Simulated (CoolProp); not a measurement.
Properties of R21 along the isobar 0.101 MPa.

Model: reference Helmholtz-energy equation of state, Platzer 1990, in CoolProp. This equation is an older, rougher fit.

```tsv
T (°C)	phase	cv (kJ/(kg K))	speed of sound (m/s)	Joule-Thomson coefficient (K/MPa)
48.95	gas	0.5437	170.4	32.64
61.25	gas	0.5537	173.7	28.89
73.55	gas	0.5636	176.9	25.73
85.85	gas	0.5734	180.1	23.05
98.15	gas	0.5831	183.1	20.76
110.45	gas	0.5925	186.1	18.78
122.85	gas	0.6019	189.1	17.06
135.15	gas	0.6109	192.0	15.57
147.45	gas	0.6197	194.8	14.27
159.75	gas	0.6283	197.6	13.12
```
